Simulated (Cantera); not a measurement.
What does this Cantera script print?

```python
import numpy as np
import cantera as ct

gas_names = """
    H HO2 H2 H2O H2O2 O OH O2 O3 V VO VO2
""".split()
cond_names = """
    H2O(s) H2O(L) V(cr) V(L) VO(s) VO(L) V2O3(s) V2O3(L) V2O4(I) V2O4(II) V2O4(L) V2O5(s) V2O5(L)
""".split()


# ... load() reads the species with a 1 bar reference pressure and builds the phases ...
atoms = {
    'V2O5': {'V': 2, 'O': 5},
    'H2': {'H': 2},
    'H2O': {'H': 2, 'O': 1},
}
top_T = {}  # K; cautious upper limits of use, not melting points


# ... equilibrate(T, P, feed) seeds the gas with the atoms and calls Mixture.equilibrate('TP', solver="vcs", rtol=1e-11, max_steps=5000) ...
results = []
feed = {'V2O5': 1, 'H2': 0.48, 'H2O': 7.2}  # mol
P = 1333.22  # Pa
for T in [850, 950, 1050, 1150, 1250, 1350, 1450, 1550, 1650, 1750, 1850, 1950, 2050]:
    mix = equilibrate(T, P, feed)
    results.append((T, P, feed, dict(zip(mix.species_names, mix.species_moles))))

top = {s: max(r[3][s] / sum(r[3][g] for g in gas_names) for r in results) for s in gas_names}
cols = sorted((s for s in top if top[s] > 1e-05), key=lambda s: -top[s])[:7]
seen = [c for c in cond_names if any(r[3].get(c, 0) > 1e-12 for r in results)]
print("log10 of partial pressures in bar; condensed amounts in mol")
print(f"{'T/K':>10s}" + "".join(f"{s[:9]:>10s}" for s in cols + seen))
for T, P, feed, n in results:
    ng = sum(n[g] for g in gas_names)
    print(f"{T:10.4g}" + "".join(f"{np.log10(max(n[s] / ng * P / 1e5, 1e-99)):10.3f}" for s in cols)
          + "".join(f"{n.get(c, 0):10.4g}" for c in seen))
```

Output:

```
log10 of partial pressures in bar; condensed amounts in mol
       T/K       H2O       VO2        O2        H2        OH         H         O  V2O4(II)   V2O4(L)   V2O5(s)   V2O5(L)
       850    -1.875   -19.224    -5.692   -11.367   -10.127   -16.372   -14.976    0.4823         0    0.5177         0
       950    -1.878   -16.225    -4.057   -10.589    -8.670   -14.549   -12.526    0.5817         0         0    0.4183
      1050    -1.889   -13.810    -3.377    -9.642    -7.654   -12.912   -10.863    0.9799         0         0   0.02014
      1150    -1.890   -11.826    -3.360    -8.576    -6.947   -11.415    -9.760         1         0         0         0
      1250    -1.890   -10.169    -3.360    -7.672    -6.356   -10.152    -8.840         1         0         0         0
      1350    -1.890    -8.765    -3.360    -6.900    -5.852    -9.073    -8.055         1         0         0         0
      1450    -1.890    -7.563    -3.361    -6.233    -5.418    -8.141    -7.378         1         0         0         0
      1550    -1.890    -6.522    -3.361    -5.651    -5.039    -7.327    -6.787    0.9999         0         0         0
      1650    -1.891    -5.613    -3.362    -5.140    -4.707    -6.612    -6.268    0.9993         0         0         0
      1750    -1.892    -4.814    -3.361    -4.688    -4.413    -5.978    -5.807    0.9954         0         0         0
      1850    -1.897    -4.135    -3.357    -4.290    -4.152    -5.414    -5.393         0     0.978         0         0
      1950    -1.908    -3.587    -3.347    -3.942    -3.919    -4.912    -5.019         0    0.9208         0         0
      2050    -1.936    -3.100    -3.331    -3.650    -3.716    -4.469    -4.678         0    0.7442         0         0
```

These are equilibrium values from Cantera (NASA tables, ideal gas, pure condensed phases), not measurements of a reactor. Mutual solubility and eutectic melting of coexisting phases are not modelled. Condensed phases not in the tables: the oxides between V2O3 and V2O5 other than VO2. Gases not in the tables: V4O10.
